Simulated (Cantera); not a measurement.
## Ignition delay

Mixture: CH4 : O2 : N2 = 1 : 1.82 : 6.84 (molar parts), at 1000000 Pa, adiabatic and at constant pressure. Ignition delay is the time to a rise of 400 K.

Model: GRI-Mech 3.0 (53 species, 325 reactions), integrated in Cantera.

```tsv
T0 (K)	delay (ms)
1200	4.96
1250	2.72
1300	1.54
1350	0.887
1400	0.525
1450	0.317
1500	0.195
1550	0.122
1600	0.0782
```

```
Property                                                 Value
--------------------------------------------------  ----------
apparent activation energy between 1500 and 1600 K  180 kJ/mol
```
